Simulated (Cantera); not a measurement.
**Adiabatic ignition**

An adiabatic, constant-pressure homogeneous reactor starts with 4.29 % CH4, 0.184 % C2H6, 16.2 % O2, 79.4 % N2, equivalence ratio 0.57, at 1200 K and 518 Torr.

Model: GRI-Mech 3.0 (53 species, 325 reactions), integrated in Cantera.

```json
[
 {"t (s)": "8.00e-6", "T (K)": "1200", "x CH4": "0.0429", "x C2H6": "0.00184", "x O2": "0.162", "x C2H4": "2.78e-11", "x HO2": "1.78e-9"},
 {"t (s)": "1.99e-5", "T (K)": "1200", "x CH4": "0.0429", "x C2H6": "0.00184", "x O2": "0.162", "x C2H4": "2.13e-10", "x HO2": "4.55e-9"},
 {"t (s)": "4.96e-5", "T (K)": "1200", "x CH4": "0.0429", "x C2H6": "0.00184", "x O2": "0.162", "x C2H4": "1.49e-9", "x HO2": "1.21e-8"},
 {"t (s)": "0.000123", "T (K)": "1200", "x CH4": "0.0429", "x C2H6": "0.00184", "x O2": "0.162", "x C2H4": "9.85e-9", "x HO2": "3.49e-8"},
 {"t (s)": "0.000307", "T (K)": "1200", "x CH4": "0.0429", "x C2H6": "0.00184", "x O2": "0.162", "x C2H4": "6.36e-8", "x HO2": "1.16e-7"},
 {"t (s)": "0.000765", "T (K)": "1200", "x CH4": "0.0429", "x C2H6": "0.00184", "x O2": "0.162", "x C2H4": "4.24e-7", "x HO2": "4.44e-7"},
 {"t (s)": "0.00190", "T (K)": "1200", "x CH4": "0.0429", "x C2H6": "0.00184", "x O2": "0.162", "x C2H4": "3.28e-6", "x HO2": "1.61e-6"},
 {"t (s)": "0.00474", "T (K)": "1200", "x CH4": "0.0428", "x C2H6": "0.00183", "x O2": "0.162", "x C2H4": "2.86e-5", "x HO2": "3.31e-6"},
 {"t (s)": "0.0118", "T (K)": "1204", "x CH4": "0.0422", "x C2H6": "0.00179", "x O2": "0.161", "x C2H4": "0.000182", "x HO2": "8.07e-6"},
 {"t (s)": "0.0294", "T (K)": "2154", "x CH4": "<1e-12", "x C2H6": "<1e-12", "x O2": "0.0687", "x C2H4": "<1e-12", "x HO2": "1.88e-6"},
 {"t (s)": "0.0732", "T (K)": "2154", "x CH4": "<1e-12", "x C2H6": "<1e-12", "x O2": "0.0685", "x C2H4": "<1e-12", "x HO2": "1.87e-6"},
 {"t (s)": "0.182", "T (K)": "2152", "x CH4": "<1e-12", "x C2H6": "<1e-12", "x O2": "0.0680", "x C2H4": "<1e-12", "x HO2": "1.85e-6"},
 {"t (s)": "0.454", "T (K)": "2148", "x CH4": "<1e-12", "x C2H6": "<1e-12", "x O2": "0.0671", "x C2H4": "<1e-12", "x HO2": "1.81e-6"},
 {"t (s)": "1.13", "T (K)": "2144", "x CH4": "<1e-12", "x C2H6": "<1e-12", "x O2": "0.0661", "x C2H4": "<1e-12", "x HO2": "1.76e-6"},
 {"t (s)": "2.81", "T (K)": "2142", "x CH4": "<1e-12", "x C2H6": "<1e-12", "x O2": "0.0658", "x C2H4": "<1e-12", "x HO2": "1.74e-6"},
 {"t (s)": "7.00", "T (K)": "2142", "x CH4": "<1e-12", "x C2H6": "<1e-12", "x O2": "0.0658", "x C2H4": "<1e-12", "x HO2": "1.74e-6"}
]
```
x: mole fraction; the columns are a selection and need not sum to one.

| Item | Result |
|---|---|
| time of steepest temperature rise | 19.6 ms |
| temperature at 7.00 s | 2142 K |
| equilibrium temperature | 2142 K |
| x(CH4) at 7.00 s | <1e-12 (gas-phase equilibrium <1e-12) |
| x(C2H6) at 7.00 s | <1e-12 (gas-phase equilibrium <1e-12) |
| x(O2) at 7.00 s | 0.0658 (gas-phase equilibrium 0.0658) |
